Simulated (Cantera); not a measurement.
Input: 1 mol C2F6, 0.097 mol Si, 1.3 mol H2, at 0.100 bar.

Equilibrium computed with Cantera from the NASA thermochemical tables; the gas is ideal and each condensed phase is pure. Candidate condensed phases: C, C6H6, C7H8, C8H18, Si, SiC; 113 gas species. The feed counts by its element totals alone. The tables' values for SiF3, SiF2 are old estimates; treat these amounts as uncertain. Gases not in the tables: C2F6 and larger saturated fluorocarbons. The numbers say what is thermodynamically allowed, not how fast it happens.

x: gas mole fraction; n: condensed amount in mol.

```tsv
T (K)	x HF	x F	x CF2	x CF4	x CF	x SiF4	x CF3	n C(graphite)
2075	0.738	0.00841	0.0283	0.195	5.58e-5	0.0275	0.00247	1.20
2175	0.721	(withheld)	(withheld)	(withheld)	(withheld)	0.0269	(withheld)	1.16
2275	0.694	0.0389	0.0963	0.138	0.000590	0.0259	0.00598	1.10
2375	0.656	0.0714	0.145	0.0936	0.00155	0.0244	0.00733	1.02
2475	0.614	0.117	0.185	0.0499	0.00353	0.0229	0.00722	0.960
2575	0.578	(withheld)	0.197	(withheld)	(withheld)	0.0214	(withheld)	0.964
2675	0.550	0.224	0.182	0.00675	0.0121	0.0203	0.00361	1.03
2775	0.528	0.276	0.152	0.00197	0.0192	0.0192	0.00205	1.13
2875	0.509	0.321	0.119	0.000535	0.0283	0.0179	0.00108	1.23
2975	0.491	0.358	0.0877	0.000138	0.0393	0.0162	0.000531	1.28
```

Problem. What belongs in the gaps?

Solution. 
- 2575, x F: 0.170
- 2575, x CF4: 0.0204
- 2575, x CF: 0.00694
- 2575, x CF3: 0.00562
- 2175, x F: 0.0190
- 2175, x CF2: 0.0554
- 2175, x CF4: 0.173
- 2175, x CF: 0.000195
- 2175, x CF3: 0.00411
